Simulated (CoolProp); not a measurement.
Values from CoolProp's reference Helmholtz-energy equation of state, Lemmon 2006. It is a short technical equation, of lower accuracy than the large ones.

**Question.** For nitrous oxide, give the phase and the cp (kJ/(kg K)) at 289.1 K and 101 kPa; 305.4 K and 101 kPa.

**Answer.** 
- 289.1 K and 101 kPa: gas; cp 0.874
- 305.4 K and 101 kPa: gas; cp 0.890
